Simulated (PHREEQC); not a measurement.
Dissolve 0.0023 mol CuCl2, 0.00072 mol HNO3 and 0.12 mol H3BO3 per kg of water at 25 °C. Closed to the air; pH follows from the charge balance.

Model: ion-association model, wateq4f.dat, run in PHREEQC.

```json
[
 {"quantity": "pH", "before": "3.18", "after": "5.14"},
 {"quantity": "CuCl+ (mol/kgw)", "before": "1.98e-5", "after": "2.73e-9"},
 {"quantity": "H2BO3- (mol/kgw)", "before": "1.15e-7", "after": "9.59e-8"},
 {"quantity": "CuOH+ (mol/kgw)", "before": "2.65e-8", "after": "3.06e-8"},
 {"quantity": "Cu2(OH)2+2 (mol/kgw)", "before": "3.69e-10", "after": "4.19e-10"},
 {"quantity": "Cu(OH)2 (mol/kgw)", "before": "7.58e-11", "after": "8.71e-9"},
 {"quantity": "SI of Tenorite (CuO)", "before": "-4.06", "after": "-2.00"},
 {"quantity": "SI of Cu(OH)2 (Cu(OH)2)", "before": "-5.08", "after": "-3.02"}
]
```

### Question
Name the change that produced these shifts.
A. HNO3 replaced by Mn(NO3)2 at the same molality
B. diluted 10-fold with water
C. diluted 100-fold with water
D. CuCl2 from 0.0023 to 0.0046 mol/kgw

### Answer
C, diluted 100-fold with water

Precipitation was switched off in this run.
